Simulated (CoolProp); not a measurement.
Properties of R125 at several states (Tc = 339.2 K, pc = 36.18 bar, ω = 0.305).

The numbers come from the reference Helmholtz-energy equation of state, Lemmon 2005 in CoolProp.

```json
[
 {"T (K)": "224.5", "p (bar)": "0.812", "phase": "gas", "density (kg/m³)": "5.407", "cv (kJ/(kg K))": "0.6061", "isothermal compressibility (1/MPa)": "12.77"},
 {"T (K)": "193", "p (bar)": "16.1", "phase": "liquid", "density (kg/m³)": "1627", "cv (kJ/(kg K))": "0.6955", "isothermal compressibility (1/MPa)": "0.001332"},
 {"T (K)": "294.6", "p (bar)": "1.55", "phase": "gas", "density (kg/m³)": "7.786", "cv (kJ/(kg K))": "0.7188", "isothermal compressibility (1/MPa)": "6.617"}
]
```
